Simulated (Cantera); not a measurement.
A closed system holds: 1 mol Al, 0.33 mol Br₂, held at 1227 °C and 0.00133 bar.

These are equilibrium values from Cantera (NASA tables, ideal gas, pure condensed phases), not measurements of a reactor. Candidate condensed phases: Al, AlBr₃, Br₂; 7 gas species. Equilibrium is a limit: real reactors are often held back by kinetics, nucleation or transport.

Base state: AlBr 0.990, Al 0.00991, Br 3.08e-5, AlBr₃ 2.27e-5 (mole fractions); condensed: Al(l).

**Question.** What changes in the equilibrium state with this change: Br₂ from 0.33 to 1.3 mol?

**Answer.** 
```
species      before    after
----------  -------  -------
AlBr₃       2.27e-5    0.784
AlBr          0.990    0.204
Br          3.08e-5   0.0126
Al          0.00991  4.98e-6
Al(l), mol    0.333        0
```

**Question.** What changes in the equilibrium state with this change: temperature from 1227 °C to 1050 °C?

**Answer.** 
```csv
species,before,after
AlBr,0.990,0.998
AlBr₃,2.27e-5,0.00178
Al,0.00991,0.000361
Br,3.08e-5,8.41e-6
"Al(l), mol",0.333,0.342
```

**Question.** What changes in the equilibrium state with this change: temperature from 1227 °C to 277 °C?

**Answer.** 
| species | before | after |
|---|---|---|
| Al₂Br₆ | <1e-9 | 0.532 |
| AlBr₃ | 2.27e-5 | 0.468 |
| AlBr | 0.990 | 4.97e-8 |
| Al | 0.00991 | <1e-9 |
| Br | 3.08e-5 | <1e-9 |
| Al(l), mol | 0.333 | 0 |
| Al(s), mol | 0 | 0.780 |
